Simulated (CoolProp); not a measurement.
Vapour-liquid equilibrium of benzene (1) + n-dodecane (2) at 0.127 bar; x and y are mole fractions of (1).

Model: multi-fluid Helmholtz-energy mixture model, Thol 2012 and Lemmon 2004; pair parameters Bell 2016, in CoolProp.

```json
[
 {"x": "0.05", "bubble temperature (K)": "383.9", "y at the bubble point": "0.750", "dew temperature at overall composition x (K)": "416.5", "liquid density (mol/L)": "4.137"},
 {"x": "0.2", "bubble temperature (K)": "337.4", "y at the bubble point": "?", "dew temperature at overall composition x (K)": "411.9", "liquid density (mol/L)": "4.835"},
 {"x": "0.35", "bubble temperature (K)": "320.2", "y at the bubble point": "0.995", "dew temperature at overall composition x (K)": "?", "liquid density (mol/L)": "5.522"},
 {"x": "0.5", "bubble temperature (K)": "311.6", "y at the bubble point": "0.998", "dew temperature at overall composition x (K)": "399.9", "liquid density (mol/L)": "?"},
 {"x": "0.65", "bubble temperature (K)": "306.4", "y at the bubble point": "0.999", "dew temperature at overall composition x (K)": "391.5", "liquid density (mol/L)": "7.316"},
 {"x": "0.8", "bubble temperature (K)": "302.6", "y at the bubble point": "0.999", "dew temperature at overall composition x (K)": "379.1", "liquid density (mol/L)": "8.619"},
 {"x": "0.95", "bubble temperature (K)": "299.3", "y at the bubble point": "1.000", "dew temperature at overall composition x (K)": "352.9", "liquid density (mol/L)": "10.42"}
]
```

**Question.** What belongs in the gaps?

**Answer.** 
- 0.2, y at the bubble point: 0.981
- 0.35, dew temperature at overall composition x (K): 406.5
- 0.5, liquid density (mol/L): 6.321

No azeotrope shows between x = 0.05 and 0.95.

The pair parameters rest on a limited set of measurements; away from them the model extrapolates. The gap from Raoult's law changes sign with composition, which may be real or a fault of the pair parameters; it wasn't checked against measurements.
